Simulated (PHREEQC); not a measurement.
Make-up at 40 °C: 0.0057 mol HF, 0.051 mol KF and 0.00052 mol HCl per kg of water. Closed to the air; pH follows from the charge balance.

Model: ion-association model, wateq4f.dat, run in PHREEQC.

Each row changes one thing in this solution. This is a speciation only: nothing precipitates in the calculation.

| case | pH | ionic strength (mol/kgw) | HF (mol/kgw) | HF2- (mol/kgw) | H2F2 (mol/kgw) |
|---|---|---|---|---|---|
| as made | 4.19 | 0.0511 | 0.00501 | 0.00105 | 3.80e-5 |
| HF from 0.0057 to 0.0285 mol/kgw | 3.51 | 0.0514 | 0.0226 | ___ | 0.000775 |
| temperature from 40 to 70 °C | 4.44 | 0.0510 | 0.00505 | 0.00111 | 1.17e-5 |
| temperature from 40 to 25 °C | 4.07 | 0.0511 | 0.00502 | ___ | ___ |
| HCl from 0.00052 to 5.2e-05 mol/kgw | 4.23 | 0.0511 | ___ | 0.000985 | 3.25e-5 |

What belongs in the gaps?


- HF from 0.0057 to 0.0285 mol/kgw, HF2- (mol/kgw): 0.00446
- temperature from 40 to 25 °C, HF2- (mol/kgw): 0.000967
- temperature from 40 to 25 °C, H2F2 (mol/kgw): 6.65e-5
- HCl from 0.00052 to 5.2e-05 mol/kgw, HF (mol/kgw): 0.00463

Complexes and solids missing from the database can't appear. At this temperature some constants are extrapolated from 25 °C, and those without enthalpy data are left unchanged.
